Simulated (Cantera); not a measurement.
**Carbothermic reduction: PbO + CO + H2**

Feed: 1 mol PbO, 6.1 mol CO, 1.1 mol H2, held at 1.00 bar.

Method: chemical equilibrium by Gibbs-energy minimisation in Cantera with the NASA 1993 tables (ideal gas, pure condensed phases). Candidate condensed phases: C, C6H6, C7H8, C8H18, H2O, Pb, PbO, PbO2, Pb3O4; 113 gas species. Gases not in the tables: (PbO)n polymers. The numbers say what is thermodynamically allowed, not how fast it happens.

| T (K) | log p CO | log p Pb | log p H2 | log p CO2 | log p H2O | log p H | log p PbO | log p Pb2 | n Pb(l) |
|---|---|---|---|---|---|---|---|---|---|
| 1550 | -0.14 | -1.41 | -0.97 | -1.03 | -1.41 | -4.99 | -5.12 | -4.65 | 0.706 |
| 1600 | -0.15 | -1.22 | -0.98 | -1.04 | -1.40 | -4.76 | -4.78 | -4.34 | 0.535 |
| 1650 | -0.17 | -1.04 | -1.01 | -1.06 | -1.40 | -4.54 | -4.46 | -4.04 | 0.275 |
| 1700 | -0.18 | -0.91 | -1.03 | -1.09 | -1.40 | -4.34 | -4.20 | -3.85 | 0 |
| 1750 | -0.18 | -0.91 | -1.03 | -1.09 | -1.39 | -4.15 | -4.07 | -3.91 | 0 |
| 1800 | -0.18 | -0.91 | -1.04 | -1.10 | -1.38 | -3.96 | -3.95 | -3.96 | 0 |
| 1850 | -0.18 | -0.92 | -1.04 | -1.10 | -1.36 | -3.79 | -3.84 | -4.01 | 0 |
| 1900 | -0.18 | -0.92 | -1.05 | -1.11 | -1.36 | -3.62 | -3.74 | -4.06 | 0 |
| 1950 | -0.18 | -0.92 | -1.05 | -1.12 | -1.35 | -3.47 | -3.64 | -4.10 | 0 |
| 2000 | -0.18 | -0.92 | -1.06 | -1.12 | -1.34 | -3.32 | -3.54 | -4.14 | 0 |
| 2050 | -0.17 | -0.92 | -1.06 | -1.13 | -1.33 | -3.17 | -3.45 | -4.19 | 0 |
log p: log10 of the partial pressure in bar; n: condensed amount in mol.

From 1550 K to 1650 K the condensed part is Pb(l). From 1700 K to 2050 K nothing is condensed.
